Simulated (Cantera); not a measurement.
Cantera run, input and output.

```python
import numpy as np
import cantera as ct

gas = ct.Solution("gri30.yaml")


def delay(T, t_max=10):
    gas.TPX = T, 2900000, {'CH4': 1, 'C2H6': 0.1, 'O2': 3.67, 'N2': 13.8}
    reactor = ct.IdealGasReactor(gas, clone=False)
    net = ct.ReactorNet([reactor])
    net.rtol, net.atol = 1e-8, 1e-16
    while net.time < t_max:
        t_old, T_old = net.time, reactor.T
        net.step()
        if reactor.T > T + 400:  # ignition: a rise of 400 K
            return t_old + (T + 400 - T_old) / (reactor.T - T_old) * (net.time - t_old)
    return np.nan


taus = []
for T in [1300, 1350, 1400, 1450, 1500, 1550, 1600]:
    taus.append(delay(T))
    print(f"T0 = {T:6g} K   tau = {taus[-1]:.4e} s")
```

Result:

```
T0 =   1300 K   tau = 1.5028e-04 s
T0 =   1350 K   tau = 8.9203e-05 s
T0 =   1400 K   tau = 5.5020e-05 s
T0 =   1450 K   tau = 3.5052e-05 s
T0 =   1500 K   tau = 2.2950e-05 s
T0 =   1550 K   tau = 1.5384e-05 s
T0 =   1600 K   tau = 1.0529e-05 s
```

Detailed kinetics in Cantera: GRI-Mech 3.0 (53 species, 325 reactions). The pressure lies above the range GRI-Mech 3.0 was tuned for (to about 10 atm).
